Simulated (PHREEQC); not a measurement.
Dissolve 0.057 mol/kgw H2SiF6 and 3.1e-05 mol/kgw K2HPO4 at 25 °C. Closed to the air; pH follows from the charge balance.

Model: ion-association model, wateq4f.dat, run in PHREEQC.

This is a speciation only: nothing precipitates in the calculation.

Task: What pH, ionic strength does the model give?

Result: pH 1.05; ionic strength 0.166 mol/kgw.

Task: In which forms is P present?

Result: H3PO4 91 %, H2PO4- 9.5 % of the P.

Examples of supersaturated solids here: Quartz (slow to form), Chalcedony (slow to form). Others may be too. H3PO4, which wateq4f.dat lacks, is added to it with the constant of phreeqc.dat. SiF6-2 is the database's only silicon fluoride.
